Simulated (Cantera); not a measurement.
Input: 1 mol SO₂, 0.56 mol O₂, at 7.60 bar.

Equilibrium computed with Cantera from the NASA thermochemical tables; the gas is ideal and each condensed phase is pure. Candidate condensed phases: S; 10 gas species. Rates play no part. All values below are at 3273 K.

Base state: SO₂ 0.544, O₂ 0.340, SO 0.0580, O 0.0565, S 0.00120, SO₃ 0.000578, S₂ 3.93e-5, S₂O 2.45e-5 (mole fractions); condensed: gas only.

Problem. What changes in the equilibrium state with this change: pressure from 7.60 bar to 1.33 mbar?

Solution. 
| species | before | after |
|---|---|---|
| O | 0.0565 | 0.738 |
| S | 0.00120 | 0.226 |
| SO | 0.0580 | 0.0251 |
| SO₂ | 0.544 | 0.000539 |
| O₂ | 0.340 | 0.0102 |
| SO₃ | 0.000578 | 1.31e-9 |
| S₂O | 2.45e-5 | 3.49e-7 |
| S₂ | 3.93e-5 | 0.000245 |
